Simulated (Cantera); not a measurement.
Input (Python, Cantera) and output of one run.

```python
import numpy as np
import cantera as ct

gas_names = """
    AL ALCL ALCL2 ALCL3 ALH ALN AL2 AL2CL6 CL CL2 H HCL H2 N NH NH2 NH3 N2 N2H2 N2H4
""".split()
cond_names = """
    AL(cr) AL(L) ALCL3(s) ALCL3(L) ALN(s) NH4CL(a) NH4CL(b)
""".split()


# ... load() reads the species with a 1 bar reference pressure and builds the phases ...
atoms = {
    'AlCl3': {'AL': 1, 'CL': 3},
    'NH3': {'N': 1, 'H': 3},
    'H2': {'H': 2},
}
top_T = {'ALN(s)': 2750}  # K; cautious upper limits of use, not melting points


# ... equilibrate(T, P, feed) seeds the gas with the atoms and calls Mixture.equilibrate('TP', solver="vcs", rtol=1e-11, max_steps=5000) ...
results = []
T = 1323.15  # K
P = 1000  # Pa
for m in [0.28, 0.85, 1.4, 2, 2.6, 3.1, 3.7]:
    feed = {'AlCl3': 1, 'NH3': m, 'H2': 140}  # mol
    mix = equilibrate(T, P, feed)
    results.append((T, P, feed, dict(zip(mix.species_names, mix.species_moles))))
    x = sorted(zip(gas.X, gas.species_names), reverse=True)
    print(f"T = {T:g} K  P = {P:g} Pa  n(NH3) = {m:g} mol  gas = {mix.phase_moles(0):.4g} mol")
    print("   x: " + "  ".join(f"{s} {v:.3e}" for v, s in x if v > 0.0001))
    print("   condensed (mol): " + ("  ".join(f"{mix.phase(i).name} {mix.phase_moles(i):.4g}"
          for i in range(1, mix.n_phases) if mix.phase_moles(i) > 1e-12) or "none"))
```

It prints:

```
T = 1323.15 K  P = 1000 Pa  n(NH3) = 0.28 mol  gas = 141.9 mol
   x: H2 9.843e-01  HCL 1.047e-02  ALCL3 2.454e-03  ALCL 2.170e-03  ALCL2 5.667e-04
   condensed (mol): ALN(s) 0.2633
T = 1323.15 K  P = 1000 Pa  n(NH3) = 0.85 mol  gas = 142.8 mol
   x: H2 9.818e-01  HCL 1.452e-02  ALCL3 1.710e-03  N2 8.648e-04  ALCL 7.850e-04  ALCL2 2.845e-04
   condensed (mol): ALN(s) 0.6029
T = 1323.15 K  P = 1000 Pa  n(NH3) = 1.4 mol  gas = 143.9 mol
   x: H2 9.796e-01  HCL 1.589e-02  N2 2.422e-03  ALCL3 1.345e-03  ALCL 5.141e-04  ALCL2 2.042e-04
   condensed (mol): ALN(s) 0.7031
T = 1323.15 K  P = 1000 Pa  n(NH3) = 2 mol  gas = 145.1 mol
   x: H2 9.774e-01  HCL 1.653e-02  N2 4.300e-03  ALCL3 1.139e-03  ALCL 4.017e-04  ALCL2 1.661e-04
   condensed (mol): ALN(s) 0.7524
T = 1323.15 K  P = 1000 Pa  n(NH3) = 2.6 mol  gas = 146.3 mol
   x: H2 9.754e-01  HCL 1.686e-02  N2 6.216e-03  ALCL3 1.008e-03  ALCL 3.411e-04  ALCL2 1.440e-04
   condensed (mol): ALN(s) 0.7816
T = 1323.15 K  P = 1000 Pa  n(NH3) = 3.1 mol  gas = 147.3 mol
   x: H2 9.738e-01  HCL 1.702e-02  N2 7.814e-03  ALCL3 9.280e-04  ALCL 3.074e-04  ALCL2 1.311e-04
   condensed (mol): ALN(s) 0.7988
T = 1323.15 K  P = 1000 Pa  n(NH3) = 3.7 mol  gas = 148.5 mol
   x: H2 9.719e-01  HCL 1.714e-02  N2 9.718e-03  ALCL3 8.519e-04  ALCL 2.778e-04  ALCL2 1.195e-04
   condensed (mol): ALN(s) 0.8146
```

These are equilibrium values from Cantera (NASA tables, ideal gas, pure condensed phases), not measurements of a reactor. The tables' values for AlCl2 are old estimates; treat these amounts as uncertain.
